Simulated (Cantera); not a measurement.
Cantera with NASA thermochemical tables; ideal gases at 1 bar, condensed phases pure. Values are per mole of reaction as written; species without (g) are pure solids or liquids, kept so even where they would boil at 1 bar.

2 NO2(g) + 8 CuF2(g) → 2 NF3(g) + 5 F2(g) + 4 Cu2O

```tsv
T (K)	ΔH° (kJ)	ΔS° (J/K)	ΔG° (kJ)	log10 K
2250	?	?	?	?
2275	?	?	?	?
2300	?	?	?	?
2325	1657.2	-308.8	2375.3	-53.36
2350	1661.5	-307.0	2382.9	-52.97
2375	1665.7	-305.2	2390.6	-52.58
2400	1669.9	-303.5	2398.2	-52.19
```

Complete the blanks.


- 2250, ΔH° (kJ): 1644.4
- 2250, ΔS° (J/K): -314.4
- 2250, ΔG° (kJ): 2351.9
- 2250, log10 K: -54.60
- 2275, ΔH° (kJ): 1648.7
- 2275, ΔS° (J/K): -312.5
- 2275, ΔG° (kJ): 2359.7
- 2275, log10 K: -54.18
- 2300, ΔH° (kJ): 1653.0
- 2300, ΔS° (J/K): -310.7
- 2300, ΔG° (kJ): 2367.5
- 2300, log10 K: -53.77
